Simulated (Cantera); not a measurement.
Input: 1 mol SiH₄, 0.01 mol Cl₂, 57 mol N₂, at 1025 °C and 0.100 bar.

Method: chemical equilibrium by Gibbs-energy minimisation in Cantera with the NASA 1993 tables (ideal gas, pure condensed phases). Candidate condensed phases: NH₄Cl, Si, Si₃N₄; 28 gas species. N₂ is the only nitrogen source here; it is nearly inert below about 1500 K, so the nitride shown seldom forms there in practice. Kinetics and transport are ignored.

Task: What is the equilibrium state?

Result: 
| Quantity | Value |
|---|---|
| x(N₂) | 0.966 |
| x(H₂) | 0.0341 |
| x(HCl) | 0.000343 |
| n(Si₃N₄(s)) | 0.333 mol |
| gas amount | 58.34 mol |
| log10 activity of Si(s) (absent) | -3.54 |
